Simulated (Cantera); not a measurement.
Input (Python, Cantera) and output of one run.

```python
import numpy as np
import cantera as ct

gas_names = [...]  # 113 gases of nasa_gas.yaml made of C, H, O, Pb
cond_names = """
    C(gr) C6H6(L) C7H8(L) C8H18(L),n-octa H2O(s) H2O(L) Pb(cr) Pb(L) PbO(rd) PbO(yw) PbO(L) PbO2(s)
    Pb3O4(s)
""".split()


# ... load() reads the species with a 1 bar reference pressure and builds the phases ...
atoms = {
    'Pb': {'Pb': 1},
    'H2': {'H': 2},
    'CO': {'C': 1, 'O': 1},
}
top_T = {'C(gr)': 4500, 'Pb3O4(s)': 820}  # K; cautious upper limits of use, not melting points


# ... equilibrate(T, P, feed) seeds the gas with the atoms and calls Mixture.equilibrate('TP', solver="vcs", rtol=1e-11, max_steps=5000) ...
results = []
feed = {'Pb': 1, 'H2': 0.37, 'CO': 0.5}  # mol
P = 51  # Pa
for T in [873, 923, 973, 1023, 1073, 1123, 1173, 1223, 1273, 1323, 1373]:
    mix = equilibrate(T, P, feed)
    results.append((T, P, feed, dict(zip(mix.species_names, mix.species_moles))))

top = {s: max(r[3][s] / sum(r[3][g] for g in gas_names) for r in results) for s in gas_names}
cols = sorted((s for s in top if top[s] > 0.0001), key=lambda s: -top[s])[:9]
seen = [c for c in cond_names if any(r[3].get(c, 0) > 1e-12 for r in results)]
print("log10 of partial pressures in bar; condensed amounts in mol")
print(f"{'T/K':>10s}" + "".join(f"{s[:9]:>10s}" for s in cols + seen))
for T, P, feed, n in results:
    ng = sum(n[g] for g in gas_names)
    print(f"{T:10.4g}" + "".join(f"{np.log10(max(n[s] / ng * P / 1e5, 1e-99)):10.3f}" for s in cols)
          + "".join(f"{n.get(c, 0):10.4g}" for c in seen))
```

Result:

```
log10 of partial pressures in bar; condensed amounts in mol
       T/K        CO        Pb        H2       CO2       H2O     C(gr)     Pb(L)
       873    -3.536    -6.197    -3.664    -6.016    -6.571  0.002063    0.9989
       923    -3.536    -5.596    -3.666    -6.573    -7.013 0.0006061    0.9957
       973    -3.541    -5.058    -3.671    -7.080    -7.418 0.0002004    0.9848
      1023    -3.556    -4.574    -3.687    -7.559    -7.806 7.208e-05     0.952
      1073    -3.600    -4.136    -3.731    -8.052    -8.217 2.659e-05    0.8545
      1123    -3.726    -3.738    -3.856    -8.670    -8.763 8.742e-06    0.5142
      1173    -3.865    -3.564    -3.996    -9.285    -9.311 2.921e-06         0
      1223    -3.865    -3.564    -3.996    -9.592    -9.558 1.338e-06         0
      1273    -3.865    -3.564    -3.996    -9.874    -9.786  4.64e-07         0
      1323    -3.865    -3.564    -3.996   -10.085    -9.947         0         0
      1373    -3.865    -3.564    -3.996   -10.172    -9.989         0         0
```

Equilibrium computed with Cantera from the NASA thermochemical tables; the gas is ideal and each condensed phase is pure.
